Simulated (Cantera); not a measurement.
Input: 1 mol BCl3, 6.9 mol N2, equilibrated at 1523 K and 93.0 Pa.

Equilibrium computed with Cantera from the NASA thermochemical tables; the gas is ideal and each condensed phase is pure. Candidate condensed phases: B, BN; 10 gas species. The tables' values for BCl2, BCl are old estimates; treat these amounts as uncertain. Rates play no part.

Base state: N2 0.870, BCl3 0.124, Cl 0.00443, BCl2 0.00116, BCl 0.000258 (mole fractions); condensed: BN(s).

### Question
What changes in the equilibrium state with this change: temperature from 1523 K to 1225 K?

### Answer
| species | before | after |
|---|---|---|
| N2 | 0.870 | 0.873 |
| BCl3 | 0.124 | 0.127 |
| Cl | 0.00443 | 0.000149 |
| BCl | 0.000258 | 5.79e-8 |
| BCl2 | 0.00116 | 6.72e-6 |
| BN(s), mol | 0.00729 | 0.000378 |
N2 is the only nitrogen source here; it is nearly inert below about 1500 K, so the nitride shown seldom forms there in practice.
